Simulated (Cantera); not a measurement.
A Cantera script and its output.

```python
import numpy as np
import cantera as ct

gas = ct.Solution("gri30.yaml")
gas.TPX = 1223, 82000, {'N2O': 1, 'H2O': 0.097}
reactor = ct.IdealGasConstPressureReactor(gas, energy="off", clone=False)
net = ct.ReactorNet([reactor])
net.rtol, net.atol = 1e-08, 1e-18
show = ['N2O', 'H2O', 'HO2', 'NO', 'H2', 'O', 'H']
times = np.geomspace(0.0001, 90, 15)

steps = ct.SolutionArray(gas, extra=["t"])
rows = []
print(f"{'t/s':>10s}{'T/K':>9s}{'P/Pa':>11s}" + "".join(f"{s:>11s}" for s in show))
for t in times:
    while net.time < t:
        t_next = net.step()
        steps.append(gas.state, t=t_next)
    rows.append([np.interp(t, steps.t, y) for y in (steps.T, steps.P, *steps(*show).X.T)])
    print(f"{t:10.3e}{rows[-1][0]:9.1f}{rows[-1][1]:11.4g}" + "".join(f"{x:11.3e}" for x in rows[-1][2:]))
rate = np.gradient(steps.T, steps.t)
print("integrator steps:", len(steps.t))
if steps.T.max() > steps.T[0] + 200:
    print(f"time of steepest temperature rise: {steps.t[rate.argmax()]:.4e} s")
gas.TPX = 1223, 82000, {'N2O': 1, 'H2O': 0.097}
gas.equilibrate("TP")
print(f"equilibrium (TP): T = {gas.T:.1f} K  " + "  ".join(f"{s} {gas[s].X[0]:.3e}" for s in show))
```

It prints:

```
       t/s      T/K       P/Pa        N2O        H2O        HO2         NO         H2          O          H
 1.000e-04   1223.0    8.2e+04  9.114e-01  8.841e-02  8.506e-07  9.203e-06  2.902e-09  3.165e-06  1.807e-09
 2.663e-04   1223.0    8.2e+04  9.112e-01  8.840e-02  4.356e-06  2.540e-05  2.321e-08  3.159e-06  4.289e-09
 7.089e-04   1223.0    8.2e+04  9.106e-01  8.838e-02  8.533e-06  6.588e-05  1.122e-07  3.156e-06  6.359e-09
 1.888e-03   1223.0    8.2e+04  9.089e-01  8.833e-02  7.535e-06  1.625e-04  2.873e-07  3.154e-06  6.900e-09
 5.026e-03   1223.0    8.2e+04  9.045e-01  8.819e-02  6.039e-06  3.954e-04  3.799e-07  3.117e-06  7.030e-09
 1.338e-02   1223.0    8.2e+04  8.930e-01  8.785e-02  4.601e-06  9.990e-04  2.595e-07  3.005e-06  6.432e-09
 3.563e-02   1223.0    8.2e+04  8.635e-01  8.696e-02  3.038e-06  2.649e-03  1.596e-07  2.829e-06  5.597e-09
 9.487e-02   1223.0    8.2e+04  7.923e-01  8.480e-02  1.666e-06  6.817e-03  1.125e-07  2.626e-06  4.965e-09
 2.526e-01   1223.0    8.2e+04  6.408e-01  8.021e-02  7.802e-07  1.557e-02  8.894e-08  2.356e-06  4.419e-09
 6.726e-01   1223.0    8.2e+04  3.949e-01  7.274e-02  3.289e-07  2.874e-02  7.147e-08  1.899e-06  3.593e-09
 1.791e+00   1223.0    8.2e+04  1.460e-01  6.518e-02  1.324e-07  3.935e-02  4.671e-08  1.122e-06  1.966e-09
 4.768e+00   1223.0    8.2e+04  2.178e-02  6.141e-02  4.653e-08  4.163e-02  1.407e-08  2.797e-07  3.086e-10
 1.270e+01   1223.0    8.2e+04  3.892e-04  6.077e-02  1.721e-08  4.132e-02  2.779e-09  2.908e-08  2.011e-11
 3.380e+01   1223.0    8.2e+04  3.538e-07  6.076e-02  1.637e-08  4.128e-02  2.540e-09  2.427e-08  1.685e-11
 9.000e+01   1223.0    8.2e+04  3.408e-07  6.076e-02  1.637e-08  4.126e-02  2.540e-09  2.427e-08  1.685e-11
integrator steps: 1914
equilibrium (TP): T = 1223.0 K  N2O 1.418e-08  H2O 6.074e-02  HO2 1.724e-08  NO 2.542e-04  H2 2.452e-09  O 2.512e-08  H 1.655e-11
```

Model: GRI-Mech 3.0 (53 species, 325 reactions), integrated in Cantera. GRI-Mech 3.0 was tuned for natural gas; its chemistry of N2O as a main component is partial and can be far from experiment. The mechanism lacks the step 2 NO + O2 → 2 NO2, which can matter for NO2 below about 1400 K. The temperature is held fixed by assumption; the heat of reaction is taken as removed at once.
